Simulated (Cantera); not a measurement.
A Cantera script and its output.

```python
import numpy as np
import cantera as ct

gas = ct.Solution("gri30.yaml")
gas.TPX = 1250, 1333, {'H2': 0.022, 'O2': 1}
reactor = ct.IdealGasConstPressureReactor(gas, energy="off", clone=False)
net = ct.ReactorNet([reactor])
net.rtol, net.atol = 1e-08, 1e-18
show = ['H2', 'O2', 'OH', 'HO2', 'O', 'H2O', 'H2O2']
times = np.geomspace(4e-06, 100, 9)

steps = ct.SolutionArray(gas, extra=["t"])
rows = []
print(f"{'t/s':>10s}{'T/K':>9s}{'P/Pa':>11s}" + "".join(f"{s:>11s}" for s in show))
for t in times:
    while net.time < t:
        t_next = net.step()
        steps.append(gas.state, t=t_next)
    rows.append([np.interp(t, steps.t, y) for y in (steps.T, steps.P, *steps(*show).X.T)])
    print(f"{t:10.3e}{rows[-1][0]:9.1f}{rows[-1][1]:11.4g}" + "".join(f"{x:11.3e}" for x in rows[-1][2:]))
rate = np.gradient(steps.T, steps.t)
print("integrator steps:", len(steps.t))
if steps.T.max() > steps.T[0] + 200:
    print(f"time of steepest temperature rise: {steps.t[rate.argmax()]:.4e} s")
gas.TPX = 1250, 1333, {'H2': 0.022, 'O2': 1}
gas.equilibrate("TP")
print(f"equilibrium (TP): T = {gas.T:.1f} K  " + "  ".join(f"{s} {gas[s].X[0]:.3e}" for s in show))
```

It prints:

```
       t/s      T/K       P/Pa         H2         O2         OH        HO2          O        H2O       H2O2
 4.000e-06   1250.0       1333  2.153e-02  9.785e-01  1.074e-11  1.918e-10  1.078e-11  1.037e-13  1.022e-15
 3.364e-05   1250.0       1333  2.153e-02  9.785e-01  5.641e-10  1.613e-09  5.850e-10  4.884e-11  7.198e-14
 2.828e-04   1250.0       1333  2.153e-02  9.785e-01  1.585e-08  1.359e-08  1.993e-08  1.227e-08  5.034e-12
 2.378e-03   1250.0       1333  2.116e-02  9.782e-01  1.543e-04  5.363e-07  2.160e-04  2.629e-04  8.760e-10
 2.000e-02   1250.0       1333  1.595e-04  9.618e-01  1.769e-03  1.403e-06  1.509e-02  1.985e-02  3.545e-08
 1.682e-01   1250.0       1333  5.665e-05  9.725e-01  1.059e-03  8.900e-07  5.147e-03  2.097e-02  3.024e-08
 1.414e+00   1250.0       1333  2.728e-06  9.779e-01  2.341e-04  1.405e-07  2.437e-04  2.164e-02  9.152e-09
 1.189e+01   1250.0       1333  8.908e-08  9.782e-01  4.254e-05  1.104e-08  7.990e-06  2.174e-02  8.373e-10
 1.000e+02   1250.0       1333  8.197e-09  9.782e-01  1.294e-05  1.061e-08  7.392e-07  2.175e-02  1.086e-10
integrator steps: 1879
equilibrium (TP): T = 1250.0 K  H2 6.615e-09  O2 9.782e-01  OH 1.163e-05  HO2 1.149e-08  O 5.968e-07  H2O 2.175e-02  H2O2 9.152e-11
```

Detailed kinetics in Cantera: GRI-Mech 3.0 (53 species, 325 reactions). Radical loss at walls, strong at low pressure, is not modelled.
